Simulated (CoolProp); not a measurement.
Vapour pressure (bar) of carbon monoxide: the reference equation beside estimates from Tc = 132.9 K, pc = 34.98 bar, ω = 0.050. Clausius-Clapeyron is anchored at 81.5 K with a constant enthalpy of vaporisation of 6.019 kJ/mol.

Model: reference Helmholtz-energy equation of state, Lemmon 2006, in CoolProp. It is a short technical equation, of lower accuracy than the large ones.

| T (K) | reference | Lee-Kesler | Clausius-Clapeyron | van der Waals | Soave-Redlich-Kwong | Peng-Robinson |
|---|---|---|---|---|---|---|
| 81.5 | 0.9974 | 0.9977 | 0.9974 | 3.449 | 0.9923 | ? |
| 83.9 | 1.301 | 1.301 | 1.286 | 4.058 | 1.296 | 1.319 |
| 86.2 | 1.653 | 1.654 | 1.619 | 4.705 | 1.648 | 1.670 |
| 88.6 | 2.092 | 2.094 | 2.032 | 5.450 | 2.089 | 2.108 |
| 91 | 2.613 | 2.616 | 2.521 | 6.270 | 2.612 | 2.627 |
| 93.3 | 3.197 | 3.201 | 3.067 | 7.128 | 3.200 | 3.210 |
| 95.7 | 3.903 | 3.908 | 3.726 | 8.101 | 3.913 | 3.914 |
| 98 | 4.681 | 4.686 | 4.450 | 9.111 | 4.699 | 4.691 |
| 100.4 | 5.607 | 5.612 | 5.309 | 10.25 | 5.637 | 5.616 |
| 102.7 | ? | 6.616 | 6.239 | 11.42 | 6.656 | 6.623 |
| 105.1 | 7.794 | 7.795 | ? | 12.73 | 7.856 | 7.807 |
| 107.5 | 9.120 | 9.116 | 8.547 | 14.13 | 9.203 | 9.138 |
| 109.8 | 10.54 | 10.53 | 9.842 | 15.56 | 10.64 | 10.56 |
| 112.2 | 12.17 | 12.16 | 11.33 | 17.15 | 12.31 | 12.21 |

Q: Complete the blanks.

A: 
- 81.5, Peng-Robinson: 1.015
- 102.7, reference: 6.612
- 105.1, Clausius-Clapeyron: 7.329

Absolute difference from the reference over all 14 rows, mean and median: Lee-Kesler 0.1 and 0.1 %, Clausius-Clapeyron 4.3 and 4.7 %, van der Waals 116.5 and 101.1 %, Soave-Redlich-Kwong 0.5 and 0.4 %, Peng-Robinson 0.5 and 0.3 %.
